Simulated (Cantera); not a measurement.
Input (Python, Cantera) and output of one run.

```python
import numpy as np
import cantera as ct

gas_names = """
    N N2 V VN
""".split()
cond_names = """
    V(cr) V(L) VN(s)
""".split()


# ... load() reads the species with a 1 bar reference pressure and builds the phases ...
atoms = {
    'V': {'V': 1},
    'N2': {'N': 2},
}
top_T = {'VN(s)': 2300}  # K; cautious upper limits of use, not melting points


# ... equilibrate(T, P, feed) seeds the gas with the atoms and calls Mixture.equilibrate('TP', solver="vcs", rtol=1e-11, max_steps=5000) ...
results = []
feed = {'V': 1, 'N2': 41}  # mol
P = 1.6  # Pa
for T in [898, 1048, 1198, 1348, 1498, 1648, 1798, 1948, 2098, 2248, 2398, 2548, 2698]:
    mix = equilibrate(T, P, feed)
    results.append((T, P, feed, dict(zip(mix.species_names, mix.species_moles))))
    x = sorted(zip(gas.X, gas.species_names), reverse=True)
    print(f"T = {T:g} K  P = {P:g} Pa  gas = {mix.phase_moles(0):.4g} mol")
    print("   x: " + "  ".join(f"{s} {v:.3e}" for v, s in x if v > 0.001))
    print("   condensed (mol): " + ("  ".join(f"{mix.phase(i).name} {mix.phase_moles(i):.4g}"
          for i in range(1, mix.n_phases) if mix.phase_moles(i) > 1e-12) or "none"))
```

Result:

```
T = 898 K  P = 1.6 Pa  gas = 40.5 mol
   x: N2 1.000e+00
   condensed (mol): VN(s) 1
T = 1048 K  P = 1.6 Pa  gas = 40.5 mol
   x: N2 1.000e+00
   condensed (mol): VN(s) 1
T = 1198 K  P = 1.6 Pa  gas = 40.5 mol
   x: N2 1.000e+00
   condensed (mol): VN(s) 1
T = 1348 K  P = 1.6 Pa  gas = 40.5 mol
   x: N2 1.000e+00
   condensed (mol): VN(s) 1
T = 1498 K  P = 1.6 Pa  gas = 40.5 mol
   x: N2 1.000e+00
   condensed (mol): VN(s) 1
T = 1648 K  P = 1.6 Pa  gas = 40.51 mol
   x: N2 9.998e-01
   condensed (mol): VN(s) 0.9933
T = 1798 K  P = 1.6 Pa  gas = 41.2 mol
   x: N2 9.952e-01  V 4.756e-03
   condensed (mol): V(cr) 0.8041
T = 1948 K  P = 1.6 Pa  gas = 42 mol
   x: N2 9.762e-01  V 2.381e-02
   condensed (mol): none
T = 2098 K  P = 1.6 Pa  gas = 42 mol
   x: N2 9.762e-01  V 2.381e-02
   condensed (mol): none
T = 2248 K  P = 1.6 Pa  gas = 42 mol
   x: N2 9.762e-01  V 2.381e-02
   condensed (mol): none
T = 2398 K  P = 1.6 Pa  gas = 42 mol
   x: N2 9.762e-01  V 2.381e-02
   condensed (mol): none
T = 2548 K  P = 1.6 Pa  gas = 42 mol
   x: N2 9.761e-01  V 2.381e-02
   condensed (mol): none
T = 2698 K  P = 1.6 Pa  gas = 42.01 mol
   x: N2 9.758e-01  V 2.380e-02
   condensed (mol): none
```

These are equilibrium values from Cantera (NASA tables, ideal gas, pure condensed phases), not measurements of a reactor. VN: taken at fixed stoichiometry. Condensed phases not in the tables: V2N, N, O or C dissolved in the metal.
